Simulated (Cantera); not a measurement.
**Adiabatic ignition**

An adiabatic, constant-volume homogeneous reactor starts with 15.4 % CH3OH, 17.7 % O2, 66.9 % N2, equivalence ratio 1.3, at 1400 K and 1.01 bar.

Detailed kinetics in Cantera: GRI-Mech 3.0 (53 species, 325 reactions). GRI-Mech 3.0 was tuned for natural gas; its chemistry of methanol as a main component is partial and can be far from experiment.

| t (s) | T (K) | P (bar) | x CH3OH | x O2 | x NO | x H2 | x HCO |
|---|---|---|---|---|---|---|---|
| 7.00e-6 | 1400 | 1.01 | 0.154 | 0.177 | <1e-12 | 4.73e-6 | 5.58e-11 |
| 1.65e-5 | 1400 | 1.01 | 0.154 | 0.177 | <1e-12 | 1.20e-5 | 1.70e-10 |
| 3.91e-5 | 1400 | 1.01 | 0.154 | 0.177 | <1e-12 | 3.14e-5 | 6.00e-10 |
| 9.23e-5 | 1400 | 1.01 | 0.154 | 0.177 | <1e-12 | 9.44e-5 | 2.83e-9 |
| 0.000218 | 1402 | 1.02 | 0.153 | 0.176 | <1e-12 | 0.000442 | 2.82e-8 |
| 0.000515 | 1559 | 1.17 | 0.104 | 0.147 | 1.76e-11 | 0.0187 | 3.76e-5 |
| 0.00122 | 2886 | 2.44 | <1e-12 | 0.00833 | 0.00587 | 0.0429 | 2.45e-7 |
| 0.00288 | 2883 | 2.44 | <1e-12 | 0.00810 | 0.00689 | 0.0432 | 2.45e-7 |
| 0.00679 | 2883 | 2.44 | <1e-12 | 0.00810 | 0.00689 | 0.0432 | 2.45e-7 |
| 0.0160 | 2883 | 2.44 | <1e-12 | 0.00810 | 0.00689 | 0.0432 | 2.45e-7 |
| 0.0379 | 2883 | 2.44 | <1e-12 | 0.00810 | 0.00689 | 0.0432 | 2.45e-7 |
| 0.0896 | 2883 | 2.44 | <1e-12 | 0.00810 | 0.00689 | 0.0432 | 2.45e-7 |
| 0.212 | 2883 | 2.44 | <1e-12 | 0.00810 | 0.00689 | 0.0432 | 2.45e-7 |
| 0.500 | 2883 | 2.44 | <1e-12 | 0.00810 | 0.00689 | 0.0432 | 2.45e-7 |
x: mole fraction; the columns are a selection and need not sum to one.

```json
{
 "time_of_steepest_temperature_rise": "0.535 ms",
 "temperature at 0.500 s": "2883 K",
 "equilibrium_temperature": "2883 K",
 "x(CH3OH) at 0.500 s": "<1e-12 (gas-phase equilibrium <1e-12)",
 "x(O2) at 0.500 s": "0.00810 (gas-phase equilibrium 0.00810)",
 "x(NO) at 0.500 s": "0.00689 (gas-phase equilibrium 0.00689)"
}
```
